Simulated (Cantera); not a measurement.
An isothermal, constant-pressure homogeneous reactor starts with CO : O₂ : H₂O : N₂ = 0.03 : 0.004 : 0.00093 : 1 (molar parts), equivalence ratio 3.8, at 1150 K and 0.690 bar.

Computed with Cantera and GRI-Mech 3.0 (53 species, 325 reactions).

One state of this run: x CO = 0.0207; x O₂ = 4.68e-9; x H₂O = 0.000302; x H₂ = 0.000577; x NO = 1.32e-6; x HO₂ = 1.59e-12; x CO₂ = 0.00836. x: mole fraction; the columns are a selection and need not sum to one.

**Question.** Which value of t (s) does it belong to?
A) 0.000436
B) 0.00182
C) 0.132
D) 2.50e-5

**Answer.** C, 0.132
